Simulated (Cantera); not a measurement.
A diamond (100) surface in a fixed gas of H2 with x(CH4) = 0.0046, x(H) = 0.0031, at 1050 K, 30.8 Torr; coverages are run to steady state.

Detailed kinetics in Cantera: the Harris–Goodwin 1993 mechanism for the reconstructed diamond (100) surface.

θ: site fractions in the mechanism's names (c6HH fully hydrogenated, c6H* and c6*H radical sites, c6** diradical, c6HM methylated).

| x(CH3) | growth (µm/h) | θ c6HH | θ c6H* | θ c6*H | θ c6** | θ c6HM |
|---|---|---|---|---|---|---|
| 1e-06 | 0.0215 | 0.554 | 0.0229 | 0.409 | 0.0132 | 0.000114 |
| 2.6e-06 | 0.0560 | 0.554 | 0.0229 | 0.409 | 0.0132 | 0.000297 |
| 6.5e-06 | 0.140 | 0.554 | 0.0229 | 0.409 | 0.0132 | 0.000742 |
| 1.7e-05 | (withheld) | 0.553 | 0.0228 | 0.408 | 0.0132 | (withheld) |
| 4.2e-05 | 0.898 | 0.551 | 0.0227 | 0.407 | 0.0131 | 0.00476 |
| 0.00011 | 2.32 | 0.545 | 0.0225 | 0.402 | 0.0129 | 0.0123 |
| 0.00028 | 5.72 | 0.531 | 0.0219 | 0.391 | 0.0124 | 0.0303 |
| 0.0007 | (withheld) | 0.500 | 0.0205 | 0.367 | (withheld) | (withheld) |
| 0.0018 | 28.7 | 0.436 | 0.0177 | 0.317 | 0.00900 | 0.153 |

Task: Fill in the missing entries.

Result: 
- 1.7e-05, growth (µm/h): 0.365
- 1.7e-05, θ c6HM: 0.00194
- 0.0007, growth (µm/h): 13.3
- 0.0007, θ c6**: 0.0113
- 0.0007, θ c6HM: 0.0704
